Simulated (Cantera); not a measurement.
A closed system holds: 1 mol Al(CH₃)₃, 1.3 mol N₂, 890 mol H₂, held at 0.195 Torr.

These are equilibrium values from Cantera (NASA tables, ideal gas, pure condensed phases), not measurements of a reactor. Candidate condensed phases: Al, AlN, C, C₆H₆, C₇H₈, C₈H₁₈; 97 gas species. The feed counts by its element totals alone. Rates play no part.

log p: log10 of the partial pressure in bar; n: condensed amount in mol.

```
T (K)  log p H₂  log p H  log p N₂  log p C₂H₂ (acetylene)  n AlN(s)  n C(graphite)
-----  --------  -------  --------  ----------------------  --------  -------------
1048      -3.59    -9.90     -6.63                  -11.99      1.00           2.99
1148      -3.59    -8.94     -6.63                  -11.02      1.00           2.99
1248      -3.59    -8.12     -6.63                  -10.20     1.000           2.99
1348      -3.59    -7.43     -6.64                   -9.51     0.999           2.99
1448      -3.59    -6.83     -6.62                   -8.91     0.929           2.97
1548      -3.59    -6.31     -6.43                   -8.39         0           2.92
1648      -3.59    -5.84     -6.44                   -7.94         0           2.83
1748      -3.59    -5.44     -6.45                   -7.54         0           2.64
1848      -3.60    -5.08     -6.48                   -7.19         0            ___
1948      -3.62    -4.76     -6.51                   -6.89         0            ___
2048      -3.65    -4.47     -6.56                   -6.63         0            ___
2148      -3.70    -4.23     -6.60                   -6.53         0            ___
```

What belongs in the gaps?


- 1848, n C(graphite): 2.29
- 1948, n C(graphite): 1.68
- 2048, n C(graphite): 0.696
- 2148, n C(graphite): 0
